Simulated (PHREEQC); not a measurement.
Consider water at 75 °C with 37 mmol/kgw HF, 38 mmol/kgw (CH3)4NF and 61 mmol/kgw H2SO4. Closed to the air; pH follows from the charge balance.

Computed with PHREEQC (ion-association model, phreeqc.dat).

This is a speciation only: nothing precipitates in the calculation.

**Question.** Estimate the pH.

**Answer.** pH 1.54.

**Question.** In which forms is S present?

**Answer.** HSO4- 82 %, SO4-2 18 % of the S.

Complexes and solids missing from the database can't appear. (CH3)4N+ isn't in the database: it is added as a free cation with an ion size of 4 Å. Away from 25 °C the constants follow the database's enthalpies or fits; those with neither stay at their 25 °C values.
